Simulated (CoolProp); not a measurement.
Vapour-liquid equilibrium of R125 (1) + R245fa (2) at 206.5 K; x and y are mole fractions of (1).

The numbers come from the multi-fluid Helmholtz-energy mixture model, Lemmon 2005 and Akasaka 2015; pair parameters Bell 2016 in CoolProp.

Q: Give the bubble pressure and the first vapour's composition at x = 0.25, 0.45, 0.65. Is there an azeotrope?

A: x = 0.25: 0.01119 MPa, y = 0.949; x = 0.45: 0.01821 MPa, y = 0.976; x = 0.65: 0.02486 MPa, y = 0.988. No azeotrope shows between x = 0.05 and 0.95.

The pair parameters rest on a limited set of measurements; away from them the model extrapolates.
